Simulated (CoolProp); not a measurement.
Vapour-liquid equilibrium of n-pentane (1) + toluene (2) at 0.319 bar; x and y are mole fractions of (1).

Model: multi-fluid Helmholtz-energy mixture model, Thol 2019 and Lemmon 2006; pair parameters Bell 2016, in CoolProp.

| x | bubble temperature (K) | y at the bubble point | dew temperature at overall composition x (K) | liquid density (mol/L) |
|---|---|---|---|---|
| 0.05 | 331.7 | 0.473 | 346.2 | 8.977 |
| 0.125 | 317.0 | 0.736 | 344.1 | 9.078 |
| 0.2 | 308.0 | 0.838 | 341.8 | 9.120 |
| 0.275 | 302.0 | 0.888 | 339.3 | 9.133 |
| 0.35 | 297.7 | 0.917 | 336.7 | 9.128 |
| 0.425 | 294.3 | 0.936 | 333.8 | 9.113 |
| 0.5 | 291.5 | 0.950 | 330.5 | 9.090 |
| 0.575 | 289.2 | 0.961 | 326.9 | 9.063 |
| 0.65 | 287.2 | 0.970 | 322.7 | 9.033 |
| 0.725 | 285.3 | 0.977 | 317.8 | 9.000 |
| 0.8 | 283.5 | 0.984 | 311.7 | 8.965 |
| 0.875 | 281.9 | 0.990 | 303.7 | 8.929 |
| 0.95 | 280.2 | 0.996 | 291.6 | 8.892 |

No azeotrope shows between x = 0.05 and 0.95.

The pair parameters rest on a limited set of measurements; away from them the model extrapolates.
